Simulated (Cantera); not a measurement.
Input: 1 mol CH3F, 0.018 mol CH4, 6.1 mol H2, held at 2225 °C and 19.0 Pa.

These are equilibrium values from Cantera (NASA tables, ideal gas, pure condensed phases), not measurements of a reactor. Candidate condensed phases: C, C6H6, C7H8, C8H18; 95 gas species. Equilibrium is a limit: real reactors are often held back by kinetics, nucleation or transport.

Q: What is the equilibrium state?

A: 
| Item | Result |
|---|---|
| x(H) | 0.747 |
| x(H2) | 0.171 |
| x(HF) | 0.0758 |
| x(C3) | 0.00254 |
| x(C2H2 (acetylene)) | 0.00183 |
| x(C) | 0.000852 |
| x(F) | 0.000689 |
| x(C2H) | 0.000573 |
| x(C2) | 0.000234 |
| n(C(graphite)) | 0.837 mol |
| gas amount | 13.07 mol |
